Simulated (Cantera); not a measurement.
**Reactions in the system Cl-H-N-Ti**

Cantera with NASA thermochemical tables; ideal gases at 1 bar, condensed phases pure. Values are per mole of reaction as written; species without (g) are pure solids or liquids, kept so even where they would boil at 1 bar.

3 TiCl4(g) + 4 NH3(g) = 3 Ti + 12 HCl(g) + 4 N(g)

```csv
T (K),ΔH° (kJ),ΔS° (J/K),ΔG° (kJ),log10 K
550,3269.9,1146.9,2639.1,-250.64
575,3270.7,1148.3,2610.4,-237.13
600,3271.4,1149.6,2581.7,-224.75
625,3272.1,1150.7,2552.9,-213.36
650,3272.8,1151.7,2524.2,-202.84
675,3273.3,1152.6,2495.4,-193.10
700,3273.9,1153.4,2466.5,-184.05
725,3274.4,1154.1,2437.7,-175.63
750,3274.9,1154.8,2408.8,-167.76
```
